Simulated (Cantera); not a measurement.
Feed: 1 mol CCl4, 0.19 mol H2, at 1000 Pa.

Method: chemical equilibrium by Gibbs-energy minimisation in Cantera with the NASA 1993 tables (ideal gas, pure condensed phases). Candidate condensed phases: C, C6H6, C7H8, C8H18; 91 gas species. The tables' values for CCl are old estimates; treat these amounts as uncertain. Equilibrium is a limit: real reactors are often held back by kinetics, nucleation or transport.

x: gas mole fraction; n: condensed amount in mol.

| T (°C) | x Cl | x Cl2 | x HCl | x H | x C3 | x C | n C(graphite) |
|---|---|---|---|---|---|---|---|
| 1400 | 0.707 | 0.181 | 0.112 | 1.61e-7 | <1e-12 | <1e-12 | 1.000 |
| 1550 | 0.842 | ? | 0.100 | ? | ? | ? | 1.000 |
| 1700 | 0.886 | 0.0178 | 0.0967 | 1.49e-5 | 1.41e-9 | 1.69e-9 | 1.000 |
| 1850 | 0.898 | 0.00611 | 0.0955 | 0.000100 | 4.79e-8 | 3.69e-8 | 1.000 |
| 2000 | 0.902 | 0.00237 | 0.0946 | 0.000534 | 1.01e-6 | 5.36e-7 | 1.000 |
| 2150 | 0.904 | 0.00103 | 0.0922 | 0.00228 | 1.44e-5 | 5.58e-6 | 1.000 |
| 2300 | 0.906 | 0.000494 | 0.0853 | 0.00781 | 0.000150 | 4.41e-5 | 0.998 |
| 2450 | 0.906 | 0.000256 | 0.0699 | 0.0205 | 0.00119 | 0.000277 | 0.982 |
| 2600 | 0.901 | 0.000140 | 0.0472 | 0.0397 | 0.00757 | 0.00143 | 0.887 |
| 2750 | 0.865 | ? | ? | ? | ? | ? | ? |
| 2900 | 0.836 | 4.36e-5 | 0.0121 | 0.0665 | 0.0572 | 0.0165 | 0 |

Complete the blanks.


- 1550, x Cl2: 0.0574
- 1550, x H: 1.71e-6
- 1550, x C3: 2.29e-11
- 1550, x C: 4.63e-11
- 2750, x Cl2: 7.56e-5
- 2750, x HCl: 0.0250
- 2750, x H: 0.0565
- 2750, x C3: 0.0398
- 2750, x C: 0.00630
- 2750, n C(graphite): 0.372
